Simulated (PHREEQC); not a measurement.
Synthetic water in mg/L, 25 °C, pH 3.27, pe 11.8: Na 48.6; K 11.6; Ca 68.9; Mg 26.6; Cl 93.2; S(6) as SO4 316; Cu(2) 0.0677; Fe(3) 0.15.

Valence states are taken as typed.

Equilibrium calculation in PHREEQC: ion-association model, wateq4f.dat.

No solid was allowed to form.

Task: Order these Cu species by the share of Cu that they hold, largest first: CuCl+, Cu+2, CuSO4.

Result: Cu+2 (81 %), CuSO4 (18 %), CuCl+ (0.37 %)

Task: Order these S species by the share of S that they hold, largest first: SO4-2, NaSO4-, CaSO4, HSO4-, MgSO4.

Result: SO4-2 (80 %), CaSO4 (9.3 %), MgSO4 (6.8 %), HSO4- (3.0 %), NaSO4- (0.54 %)

The pH is 3.27 and the ionic strength 0.0127 mol/kgw. Saturation is exceeded, for instance for Hematite (slow to form), Goethite (slow to form); the values hold only as long as no solid forms.
